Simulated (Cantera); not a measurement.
An isothermal, constant-pressure homogeneous reactor starts with 11.1 % C₃H₈, 88.9 % H₂, at 1600 K and 10.00 Torr.

Model: GRI-Mech 3.0 (53 species, 325 reactions), integrated in Cantera. GRI-Mech 3.0 was tuned for natural gas; its chemistry of propane as a main component is partial and can be far from experiment. GRI-Mech 3.0 stops at C3 and has no aromatics, soot or wall deposition, so with more carbon than oxygen in the feed, carbon stays in small species such as C2H2 where larger ones or solid carbon would form. Radical loss at walls, strong at low pressure, is not modelled.

x: mole fraction; the columns are a selection and need not sum to one.

| t (s) | x C₃H₈ | x H₂ | x C₂H₆ | x CH₂ | x CH₃ | x C₂H |
|---|---|---|---|---|---|---|
| 0.000400 | 0.0103 | 0.801 | ? | 1.89e-5 | 0.0205 | 1.39e-7 |
| 0.000924 | 9.00e-5 | 0.797 | ? | 7.60e-6 | 0.00784 | 3.63e-7 |
| 0.00213 | 5.16e-7 | 0.802 | ? | 2.39e-6 | 0.00332 | 2.51e-7 |
| 0.00493 | 4.54e-8 | 0.806 | ? | 7.98e-7 | 0.00164 | 1.60e-7 |
| 0.0114 | 1.08e-8 | 0.809 | ? | 2.99e-7 | 0.000920 | 1.06e-7 |
| 0.0263 | 3.60e-9 | 0.811 | ? | 1.47e-7 | 0.000617 | 8.13e-8 |
| 0.0608 | 2.50e-9 | 0.813 | ? | 1.25e-7 | 0.000560 | 8.13e-8 |
| 0.140 | 3.22e-9 | 0.815 | ? | 1.59e-7 | 0.000630 | 9.81e-8 |
| 0.324 | 2.85e-9 | 0.820 | ? | 1.63e-7 | 0.000609 | 1.07e-7 |
| 0.750 | 1.82e-9 | 0.829 | ? | 1.49e-7 | 0.000529 | 1.17e-7 |
| 1.73 | 7.64e-10 | 0.842 | ? | 1.25e-7 | 0.000401 | 1.36e-7 |
| 4.00 | 1.73e-10 | 0.857 | ? | 8.98e-8 | 0.000249 | 1.63e-7 |

### Question
Complete the blanks.

### Answer

- 0.000400, x C₂H₆: 0.00207
- 0.000924, x C₂H₆: 0.000565
- 0.00213, x C₂H₆: 0.000181
- 0.00493, x C₂H₆: 7.10e-5
- 0.0114, x C₂H₆: 3.01e-5
- 0.0263, x C₂H₆: 1.55e-5
- 0.0608, x C₂H₆: 1.27e-5
- 0.140, x C₂H₆: 1.48e-5
- 0.324, x C₂H₆: 1.35e-5
- 0.750, x C₂H₆: 9.94e-6
- 1.73, x C₂H₆: 5.47e-6
- 4.00, x C₂H₆: 1.98e-6
